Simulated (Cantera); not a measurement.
An isothermal, constant-pressure homogeneous reactor starts with 20.4 % H2, 75.6 % O2, 3.93 % H2O, equivalence ratio 0.14, at 1350 K and 0.0133 bar.

Computed with Cantera and GRI-Mech 3.0 (53 species, 325 reactions). Radical loss at walls, strong at low pressure, is not modelled. The temperature is held fixed by assumption; the heat of reaction is taken as removed at once.

One state of this run: x H2 = 6.25e-7; x O2 = 0.729; x HO2 = 8.15e-8; x O = 3.47e-6; x OH = 0.000128; x H2O2 = 2.24e-9; x H2O = 0.271. x: mole fraction; the columns are a selection and need not sum to one.

Task: Which value of t (s) does it belong to?
(A) 0.000100
(B) 10.0
(C) 0.100
(D) 3.16

Result: B, 10.0
